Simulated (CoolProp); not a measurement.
Computed with CoolProp (reference Helmholtz-energy equation of state, Platzer 1990). This equation is an older, rougher fit; its heat capacities, sound speeds and derivatives of the liquid may be far off and weren't checked against measurements.

Task: Give the vapour pressure (MPa), liquid viscosity (µPa s), liquid conductivity (mW/(m K)) of saturated c-C4F8 (RC318) at 19.55, 43.15, 82.65 °C.

Result: 
| T (°C) | p (MPa) | liquid viscosity (µPa s) | liquid conductivity (mW/(m K)) |
|---|---|---|---|
| 19.55 | 0.262 | 393 | 66.6 |
| 43.15 | 0.538 | 278 | 60.3 |
| 82.65 | 1.42 | 151 | 48.8 |

Viscosity comes from a separate model (Huber 2003), an estimate that may be off by 10 % or more. Thermal conductivity comes from a separate model (Huber 2003), an estimate that may be off by 10 % or more.
